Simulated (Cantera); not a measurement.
Cantera run:

```python
import numpy as np
import cantera as ct

gas_names = """
    F FO FO2 F2 F2O H HF HNO HNO2 HNO3 HOF HO2 H2 H2F2 H2O H2O2 H3F3 H4F4 H5F5 H6F6 H7F7 N NF NF2 NF3 NH
    NH2 NH3 NH2OH NO NO2 NO3 N2 N2H2 N2H4 N2O O OH O2 O3 Si SiF SiF2 SiF3 SiF4 SiH SiHF3 SiH2 SiH2F2
    SiH3 SiH3F SiH4 SiN SiO SiO2 Si2 Si2N Si3
""".split()
cond_names = """
    H2O(s) H2O(L) Si(cr) Si(L) SiO2(Lqz) SiO2(hqz) SiO2(L) Si2N2O(s) Si3N4(a)
""".split()


def load(file, names, dense=False):
    # The tables refer to 1 bar. Condensed volumes are neglected.
    table = {s.name: s for s in ct.Species.list_from_file(file)}
    out = []
    for n in names:
        d = dict(table[n].input_data)
        d["thermo"] = dict(d["thermo"], **{"reference-pressure": 1e5})
        if dense:
            d["equation-of-state"] = {"model": "constant-volume", "density": "1e6 g/cm^3"}
        out.append(ct.Species.from_dict(d))
    return out


gas = ct.Solution(thermo="ideal-gas", species=load("nasa_gas.yaml", gas_names))
cond = {s.name: ct.Solution(thermo="fixed-stoichiometry", species=[s], name=s.name)
        for s in load("nasa_condensed.yaml", cond_names, dense=True)}
atoms = {
    'SiO2': {'Si': 1, 'O': 2},
    'NF3': {'N': 1, 'F': 3},
    'H2': {'H': 2},
}
top_T = {'Si2N2O(s)': 2100, 'Si3N4(a)': 2400}  # K; cautious upper limits of use, not melting points


def equilibrate(T, P, feed):
    n = {}
    for name, mol in feed.items():
        for a, k in atoms[name].items():
            n[a] = n.get(a, 0.0) + k * mol
    gas.TPX = T, P, n
    mass = sum(n.values()) * gas.mean_molecular_weight
    gas.equilibrate("TP")
    valid = [c for c in cond.values() if c.min_temp <= T <= top_T.get(c.name, c.max_temp)]
    mix = ct.Mixture([(gas, mass / gas.mean_molecular_weight)] + [(c, 0.0) for c in valid])
    mix.T, mix.P = T, P
    mix.equilibrate("TP", solver="vcs", rtol=1e-11, max_steps=5000)
    return mix


results = []
feed = {'SiO2': 1, 'NF3': 0.65, 'H2': 5.9}  # mol
T = 1575  # K
P = 38  # Pa
mix = equilibrate(T, P, feed)
results.append((T, P, feed, dict(zip(mix.species_names, mix.species_moles))))
x = sorted(zip(gas.X, gas.species_names), reverse=True)
print(f"T = {T:g} K  P = {P:g} Pa  gas = {mix.phase_moles(0):.4g} mol")
print("   x: " + "  ".join(f"{s} {v:.3e}" for v, s in x if v > 1e-06))
print("   condensed (mol): " + ("  ".join(f"{mix.phase(i).name} {mix.phase_moles(i):.4g}"
      for i in range(1, mix.n_phases) if mix.phase_moles(i) > 1e-12) or "none"))
```

Output:

```
T = 1575 K  P = 38 Pa  gas = 7.22 mol
   x: H2 6.776e-01  HF 2.635e-01  N2 4.501e-02  H2O 6.882e-03  SiO 3.494e-03  H 1.755e-03  SiF4 1.479e-03  SiF3 1.984e-04  SiF2 1.335e-05  SiHF3 3.117e-06
   condensed (mol): SiO2(hqz) 0.9625
```

Method: chemical equilibrium by Gibbs-energy minimisation in Cantera with the NASA 1993 tables (ideal gas, pure condensed phases). The tables' values for SiF3, SiF2 are old estimates; treat these amounts as uncertain. The tables hold silica as quartz up to 1696 K and as liquid above; real silica turns to tridymite and cristobalite and melts near 1996 K.
